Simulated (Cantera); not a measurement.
A freely propagating, adiabatic, planar premixed flame of 3.08 % CH4, 3.70 % C2H6, 0.832 % C3H8, 19.4 % O2, 73.0 % N2, unburnt at 575 K and 1.00 bar; mixture-averaged transport, grid criteria slope 0.08 and curve 0.16, no radiation.

Detailed kinetics in Cantera: GRI-Mech 3.0 (53 species, 325 reactions). Burning velocities carry a grid error of a few per cent, more on coarse grids.

x: mole fraction of selected species; z is measured from the peak of heat release.

```csv
z (mm),T (K),u (m/s),x CH4,x C2H6,x C3H8,x NO,x HCO,x O2
-0.898,575,1.25,0.0308,0.0369,0.00831,<1e-8,<1e-8,0.193
-0.599,577,1.26,0.0306,0.0368,0.00828,<1e-8,<1e-8,0.193
-0.449,585,1.28,0.0303,0.0366,0.00825,3.29e-8,<1e-8,0.191
-0.299,?,1.43,0.0291,0.0355,0.00810,3.22e-7,<1e-8,0.185
-0.150,?,2.38,0.0229,0.0252,0.00593,3.93e-6,1.32e-6,0.147
-0.0748,?,3.42,0.0154,0.0103,0.00201,9.61e-6,3.15e-5,0.103
0,?,4.38,0.00545,0.000674,5.11e-5,1.99e-5,9.03e-5,0.0544
0.0748,2023,4.82,0.000733,3.78e-6,4.08e-8,3.51e-5,3.79e-5,0.0253
0.150,2073,4.92,5.36e-5,<1e-8,<1e-8,4.79e-5,4.85e-6,0.0137
0.299,2106,4.97,2.50e-7,<1e-8,<1e-8,5.91e-5,1.76e-7,0.00786
0.599,2145,5.04,<1e-8,<1e-8,<1e-8,6.66e-5,1.22e-7,0.00596
1.20,2193,5.14,<1e-8,<1e-8,<1e-8,7.58e-5,9.38e-8,0.00460
2.39,2248,5.25,<1e-8,<1e-8,<1e-8,9.03e-5,6.52e-8,0.00311
```

**Question.** Fill in the missing entries.

**Answer.** 
- -0.299, T (K): 646
- -0.150, T (K): 1049
- -0.0748, T (K): 1467
- 0, T (K): 1847
